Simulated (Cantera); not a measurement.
## Equilibrium for sublimation and decomposition of ceramics: MgO + N2

Feed: 1 mol MgO, 0.53 mol N2.

Equilibrium computed with Cantera from the NASA thermochemical tables; the gas is ideal and each condensed phase is pure. Candidate condensed phases: Mg, MgO; 13 gas species. Kinetics and transport are ignored.

Stable condensed phases:

```
T in K \ P in Pa
               1       4      16      63     250    1000    4000   16000   63000  250000 1000000
   2625        A       A       A       A       A       B       B       B       B       B       B
   2600        A       A       A       A       A       B       B       B       B       B       B
   2575        A       A       A       A       A       B       B       B       B       B       B
   2550        A       A       A       A       A       B       B       B       B       B       B
   2525        A       A       A       A       A       B       B       B       B       B       B
   2500        A       A       A       A       A       B       B       B       B       B       B
   2475        A       A       A       A       B       B       B       B       B       B       B
   2450        A       A       A       A       B       B       B       B       B       B       B
   2425        A       A       A       A       B       B       B       B       B       B       B
   2400        A       A       A       A       B       B       B       B       B       B       B
   2375        A       A       A       A       B       B       B       B       B       B       B
   2350        A       A       A       B       B       B       B       B       B       B       B
   2325        A       A       A       B       B       B       B       B       B       B       B
```

A: gas only; B: MgO.
